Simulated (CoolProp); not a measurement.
n-perfluorobutane at several states: Z from the reference equation and from simpler models built on Tc = 113.2 °C, pc = 2.322 MPa, ω = 0.372; each cubic takes its own stable root.

Model: reference Helmholtz-energy equation of state, Gao 2022, in CoolProp.

| T (°C) | p (MPa) | phase | reference | van der Waals | Redlich-Kwong | Peng-Robinson |
|---|---|---|---|---|---|---|
| 86.25 | 0.51 | gas | 0.9006 | 0.9165 | 0.9012 | 0.8873 |
| -96.55 | 0.0196 | liquid | ? | ? | 0.001849 | 0.001601 |
| 99.75 | 5.05 | liquid | ? | 0.4559 | 0.3590 | 0.3150 |
| -55.95 | 0.0145 | liquid | 0.001073 | 0.9930 | 0.9896 | 0.001013 |
| -94.15 | 1.2 | liquid | 0.1000 | 0.1657 | 0.1118 | 0.09683 |
| -37.55 | 1.49 | liquid | 0.1050 | ? | 0.1159 | ? |

### Question
Some entries are withheld; supply them.

### Answer

- -96.55, reference: 0.001651
- -96.55, van der Waals: 0.9851
- 99.75, reference: 0.3199
- -37.55, van der Waals: 0.1695
- -37.55, Peng-Robinson: 0.09839

At some of these states van der Waals, Redlich-Kwong gives the other phase, because its saturation line lies elsewhere.
